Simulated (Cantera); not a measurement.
Hydrocarbon pyrolysis for carbon deposition

An isothermal, constant-pressure homogeneous reactor starts with 9.96 % C2H4, 86.7 % H2, 3.39 % H2O, at 1525 K and 0.160 bar.

Computed with Cantera and GRI-Mech 3.0 (53 species, 325 reactions). GRI-Mech 3.0 was tuned for natural gas; its chemistry of ethylene as a main component is partial and can be far from experiment. GRI-Mech 3.0 stops at C3 and has no aromatics, soot or wall deposition, so with more carbon than oxygen in the feed, carbon stays in small species such as C2H2 where larger ones or solid carbon would form.

| t (s) | x C2H4 | x H2 | x C2H | x C2H2 | x H | x CH2 |
|---|---|---|---|---|---|---|
| 3.00e-6 | 0.0996 | 0.867 | <1e-12 | 2.53e-6 | 4.60e-9 | <1e-12 |
| 1.82e-5 | 0.0996 | 0.867 | <1e-12 | 1.54e-5 | 3.04e-8 | <1e-12 |
| 0.000110 | 0.0995 | 0.867 | <1e-12 | 9.39e-5 | 1.88e-7 | 3.03e-12 |
| 0.000667 | 0.0989 | 0.867 | 1.82e-12 | 0.000600 | 1.20e-6 | 2.03e-11 |
| 0.00404 | 0.0934 | 0.867 | 2.26e-10 | 0.00561 | 1.59e-5 | 2.61e-10 |
| 0.0245 | 0.0337 | 0.874 | 6.62e-9 | 0.0596 | 4.43e-5 | 7.64e-10 |
| 0.148 | 0.00268 | 0.877 | 1.46e-8 | 0.0874 | 6.69e-5 | 1.02e-9 |
| 0.899 | 0.00264 | 0.876 | 1.39e-8 | 0.0861 | 6.47e-5 | 1.23e-9 |
| 5.45 | 0.00244 | 0.871 | 1.17e-8 | 0.0797 | 5.84e-5 | 1.90e-9 |
| 33.0 | 0.00216 | 0.872 | 9.76e-9 | 0.0702 | 5.54e-5 | 2.03e-9 |
| 200 | 0.00195 | 0.883 | 8.68e-9 | 0.0625 | 5.59e-5 | 1.53e-9 |
x: mole fraction; the columns are a selection and need not sum to one.

Equilibrium at this temperature and pressure: C2H4 0.00193, H2 0.884, C2H 8.60e-9, C2H2 0.0619, H 5.60e-5, CH2 1.49e-9 (gas phase only).
